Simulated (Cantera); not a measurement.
## Thermodynamics of silicon epitaxy and polysilicon growth, feed SiH₄ + Cl₂ + H₂

A closed system holds: 1 mol SiH₄, 0.92 mol Cl₂, 11 mol H₂, at 0.160 bar.

Cantera equilibrium calculation (NASA polynomials, part measured and part estimated; ideal gas, pure solids and liquids). Candidate condensed phases: Si; 19 gas species. The tables' values for SiCl₃ are old estimates; treat these amounts as uncertain. Kinetics and transport are ignored.

| T (K) | log p H₂ | log p HCl | log p SiCl₄ | log p SiHCl₃ | log p SiCl₂ | log p SiCl₃ | log p SiH₂Cl₂ | log p SiH₃Cl | n Si(s) |
|---|---|---|---|---|---|---|---|---|---|
| 800 | -0.81 | -3.61 | -2.42 | -2.67 | -6.39 | -5.43 | -4.02 | -6.00 | 0.497 |
| 850 | -0.81 | -3.33 | -2.42 | -2.69 | -5.78 | -5.03 | -4.00 | -5.94 | 0.502 |
| 900 | -0.81 | -3.09 | -2.43 | -2.70 | -5.24 | -4.67 | -3.99 | -5.90 | 0.510 |
| 950 | -0.82 | -2.88 | -2.44 | -2.72 | -4.76 | -4.36 | -3.98 | -5.85 | 0.521 |
| 1000 | -0.82 | -2.69 | -2.46 | -2.74 | -4.34 | -4.09 | -3.98 | -5.82 | 0.536 |
| 1050 | -0.82 | -2.52 | -2.49 | -2.77 | -3.96 | -3.85 | -3.99 | -5.80 | 0.555 |
| 1100 | -0.82 | -2.38 | -2.54 | -2.81 | -3.63 | -3.65 | -4.01 | -5.78 | 0.577 |
log p: log10 of the partial pressure in bar; n: condensed amount in mol.

From 800 K to 1100 K the condensed part is Si(s). The main Si-bearing gas is SiCl₄ throughout. The share of Si in condensed phases is highest at 1100 K (57.7 %) and lowest at 800 K (49.7 %).
